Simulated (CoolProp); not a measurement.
A Linde-Hampson liquefier for nitrogen: isothermal reversible compression at 290 K from 1 atm to 30 MPa, throttling to 1 atm, return gas leaving the recuperator 5 K below the feed. Each further row changes one setting.

Model: reference Helmholtz-energy equation of state, Span 2000, in CoolProp.

```json
[
 {"case": "as stated", "liquid yield per pass": "0.087", "compression work (kJ/kg of gas)": "493"},
 {"case": "high pressure 60 MPa", "liquid yield per pass": "0.078", "compression work (kJ/kg of gas)": "570"},
 {"case": "warm-end temperature 320 K", "liquid yield per pass": "0.061", "compression work (kJ/kg of gas)": "547"},
 {"case": "warm-end gap 10 K", "liquid yield per pass": "0.076", "compression work (kJ/kg of gas)": "493"}
]
```
